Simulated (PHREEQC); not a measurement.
Dissolve 0.0044 mol/kgw ZnSO4, 0.02 mol/kgw NaCl and 0.98 mol/kgw H2SO4 at 25 °C. Closed to the air; pH follows from the charge balance.

All values are PHREEQC results (ion-association model, phreeqc.dat), not measurements.

Precipitation was switched off in this run.

**Question.** Predict the pH.

**Answer.** pH 0.11.

**Question.** In which forms is S present?

**Answer.** HSO4- 93 %, SO4-2 6.9 % of the S.

Caution: at this ionic strength the ion-association model is outside its range; a Pitzer model would be the better tool where its parameters exist.
